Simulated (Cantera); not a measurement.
A perfectly stirred reactor is fed with H₂ : O₂ : N₂ = 1 : 0.769 : 2.89 (molar parts), equivalence ratio 0.65, at 1.00 bar; it is adiabatic with a 425 K inlet, and is followed from long to short residence time, starting on the burning branch (τ in s: 0.04, 0.021, 0.011, 0.0056, 0.0029, 0.0015, 0.00077, 0.0004, 0.00021, 0.00011, 5.6e-05, 2.9e-05, 1.5e-05).

Model: the H2/O2 subset of GRI-Mech 3.0, which has no nitrogen chemistry, integrated in Cantera.

Question: Predict: blow-out, bracketed by the residence times tried; x(H₂) at τ = 40.0 ms; x(O₂) at τ = 40.0 ms; x(HO₂) at τ = 40.0 ms; x(OH) at τ = 40.0 ms; x(H₂O₂) at τ = 40.0 ms; x(H₂) at τ = 0.770 ms; x(O₂) at τ = 0.770 ms; x(HO₂) at τ = 0.770 ms; x(OH) at τ = 0.770 ms; x(H₂O₂) at τ = 0.770 ms.

Answer: 
```
Item                                                                           Value
------------------------------------------------  ----------------------------------
blow-out, bracketed by the residence times tried  burning at 29.0 µs, out at 15.0 µs
x(H₂) at τ = 40.0 ms                                                        0.000790
x(O₂) at τ = 40.0 ms                                                          0.0638
x(HO₂) at τ = 40.0 ms                                                        2.66e-6
x(OH) at τ = 40.0 ms                                                         0.00393
x(H₂O₂) at τ = 40.0 ms                                                       1.53e-7
x(H₂) at τ = 0.770 ms                                                        0.00761
x(O₂) at τ = 0.770 ms                                                         0.0639
x(HO₂) at τ = 0.770 ms                                                       1.59e-5
x(OH) at τ = 0.770 ms                                                         0.0102
x(H₂O₂) at τ = 0.770 ms                                                      5.66e-7
```
